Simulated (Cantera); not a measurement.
Input: 1 mol CF4, 2.1 mol F2, 12 mol H2, at 773.15 K and 31.0 mbar.

Equilibrium computed with Cantera from the NASA thermochemical tables; the gas is ideal and each condensed phase is pure. Equilibrium is a limit: real reactors are often held back by kinetics, nucleation or transport.

| species | before | after |
|---|---|---|
| HF | 0.517 | 0.847 |
| H2 | 0.469 | 0.152 |
| CH4 | 0.0144 | 0.00151 |
| C(graphite), mol | 0.771 | 0.985 |
Gas species are given as mole fractions.

Name the change that produced these shifts.
A. pressure from 31.0 mbar to 0.230 bar
B. F2 from 2.1 to 0.043 mol
C. temperature from 773.15 K to 2298.15 K
D. H2 from 12 to 5.6 mol

D, H2 from 12 to 5.6 mol
